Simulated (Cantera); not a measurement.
# Adiabatic ignition

An adiabatic, constant-volume homogeneous reactor starts with CH4 : O2 : N2 = 1 : 1.43 : 5.37 (molar parts), equivalence ratio 1.4, at 1673 K and 101000 Pa.

Computed with Cantera and GRI-Mech 3.0 (53 species, 325 reactions).

| t (s) | T (K) | P (bar) | x CH4 | x O2 | x C2H2 | x C2H6 | x OH | x CH2CO | x NO2 |
|---|---|---|---|---|---|---|---|---|---|
| 2.00e-6 | 1673 | 1.01 | 0.128 | 0.183 | <1e-12 | 1.72e-10 | 1.12e-7 | <1e-12 | <1e-12 |
| 5.02e-6 | 1673 | 1.01 | 0.128 | 0.183 | <1e-12 | 3.29e-9 | 1.54e-7 | <1e-12 | <1e-12 |
| 1.26e-5 | 1673 | 1.01 | 0.128 | 0.183 | 1.08e-11 | 6.25e-8 | 2.77e-7 | 1.12e-12 | <1e-12 |
| 3.17e-5 | 1673 | 1.01 | 0.128 | 0.183 | 6.79e-10 | 1.35e-6 | 6.66e-7 | 1.57e-10 | <1e-12 |
| 7.96e-5 | 1673 | 1.01 | 0.127 | 0.183 | 5.74e-8 | 3.49e-5 | 2.21e-6 | 3.56e-8 | <1e-12 |
| 0.000200 | 1706 | 1.04 | 0.118 | 0.177 | 1.49e-5 | 0.000863 | 2.51e-5 | 2.28e-5 | 3.28e-12 |
| 0.000502 | 2985 | 2.01 | <1e-12 | 0.00515 | <1e-12 | <1e-12 | 0.0206 | <1e-12 | 5.49e-7 |
| 0.00126 | 2979 | 2.01 | <1e-12 | 0.00484 | <1e-12 | <1e-12 | 0.0200 | <1e-12 | 7.86e-7 |
| 0.00317 | 2979 | 2.01 | <1e-12 | 0.00483 | <1e-12 | <1e-12 | 0.0200 | <1e-12 | 7.89e-7 |
| 0.00796 | 2979 | 2.01 | <1e-12 | 0.00483 | <1e-12 | <1e-12 | 0.0200 | <1e-12 | 7.89e-7 |
| 0.0200 | 2979 | 2.01 | <1e-12 | 0.00483 | <1e-12 | <1e-12 | 0.0200 | <1e-12 | 7.89e-7 |
| 0.0502 | 2979 | 2.01 | <1e-12 | 0.00483 | <1e-12 | <1e-12 | 0.0200 | <1e-12 | 7.89e-7 |
| 0.126 | 2979 | 2.01 | <1e-12 | 0.00483 | <1e-12 | <1e-12 | 0.0200 | <1e-12 | 7.89e-7 |
| 0.317 | 2979 | 2.01 | <1e-12 | 0.00483 | <1e-12 | <1e-12 | 0.0200 | <1e-12 | 7.89e-7 |
| 0.796 | 2979 | 2.01 | <1e-12 | 0.00483 | <1e-12 | <1e-12 | 0.0200 | <1e-12 | 7.89e-7 |
| 2.00 | 2979 | 2.01 | <1e-12 | 0.00483 | <1e-12 | <1e-12 | 0.0200 | <1e-12 | 7.89e-7 |
x: mole fraction; the columns are a selection and need not sum to one.

```yaml
time_of_steepest_temperature_rise: 0.265 ms
temperature at 2.00 s: 2979 K
equilibrium_temperature: 2979 K
x(CH4) at 2.00 s: <1e-12 (gas-phase equilibrium <1e-12)
x(O2) at 2.00 s: 0.00483 (gas-phase equilibrium 0.00483)
x(C2H2) at 2.00 s: <1e-12 (gas-phase equilibrium <1e-12)
```
